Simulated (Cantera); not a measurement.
Mixture: CH4 : O2 : N2 = 1 : 4.65 : 26 (molar parts), at 1.01 bar, adiabatic and at constant volume. Ignition delay is the time to a rise of 400 K.

Detailed kinetics in Cantera: GRI-Mech 3.0 (53 species, 325 reactions).

**Question.** What does this change do: constant pressure in place of constant volume?

**Answer.** 
```tsv
quantity	before	after
delay at 1025 K	0.651 s	0.662 s
delay at 1175 K	59.0 ms	60.3 ms
delay at 1325 K	7.69 ms	7.91 ms
delay at 1475 K	1.47 ms	1.54 ms
delay at 1625 K	0.412 ms	0.468 ms
apparent activation energy between 1550 and 1700 K	160 kJ/mol	140 kJ/mol
```
